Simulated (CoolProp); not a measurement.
A Linde-Hampson liquefier for normal hydrogen: isothermal reversible compression at 200 K from 1 atm to 30 MPa, throttling to 1 atm, return gas leaving the recuperator 5 K below the feed. Each further row changes one setting.

The numbers come from the reference Helmholtz-energy equation of state, Leachman 2009 in CoolProp.

```csv
case,compression work (kJ/kg of gas)
as stated,4890
high pressure 60 MPa,5680
warm-end temperature 230 K,5600
warm-end gap 10 K,4890
```
